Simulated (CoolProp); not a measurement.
A single-stage vapour-compression cycle with the fluid: evaporating at 271.15 K (dew point), condensing at 340.15 K (bubble point), superheat 10 K, subcooling 5 K, compressor efficiency 0.85, no pressure losses. The same conditions are run with several fluids, on thermodynamics alone (safety and materials aside).

Model: reference Helmholtz-energy equation of state of each fluid (R236EA: Rui 2013; trans-2-butene: Lemmon 2005; cis-2-butene: Lemmon 2005; R152A: Outcalt 1996; R141b: Lemmon 2006; n-perfluoropentane: Gao 2022), in CoolProp.

```json
[
 {"fluid": "R236EA", "cooling COP": "2.31", "pressure ratio": "10.1", "discharge temperature (K)": "340.9", "refrigerating effect (kJ/kg)": "96.2", "volumetric capacity (kJ/m³)": "463"},
 {"fluid": "trans-2-butene", "cooling COP": "2.57", "pressure ratio": "?", "discharge temperature (K)": "357.1", "refrigerating effect (kJ/kg)": "272", "volumetric capacity (kJ/m³)": "612"},
 {"fluid": "cis-2-butene", "cooling COP": "2.61", "pressure ratio": "8.49", "discharge temperature (K)": "?", "refrigerating effect (kJ/kg)": "288", "volumetric capacity (kJ/m³)": "?"},
 {"fluid": "R152A", "cooling COP": "2.44", "pressure ratio": "?", "discharge temperature (K)": "376.9", "refrigerating effect (kJ/kg)": "202", "volumetric capacity (kJ/m³)": "1500"},
 {"fluid": "R141b", "cooling COP": "2.72", "pressure ratio": "11.7", "discharge temperature (K)": "366.5", "refrigerating effect (kJ/kg)": "171", "volumetric capacity (kJ/m³)": "223"},
 {"fluid": "n-perfluoropentane", "cooling COP": "1.77", "pressure ratio": "?", "discharge temperature (K)": "340.2", "refrigerating effect (kJ/kg)": "39.2", "volumetric capacity (kJ/m³)": "134"}
]
```

Task: What belongs in the gaps?

Result: 
- trans-2-butene, pressure ratio: 8.14
- cis-2-butene, discharge temperature (K): 363.5
- cis-2-butene, volumetric capacity (kJ/m³): 577
- R152A, pressure ratio: 7.18
- n-perfluoropentane, pressure ratio: 12.3

The compression ends wet for: n-perfluoropentane.
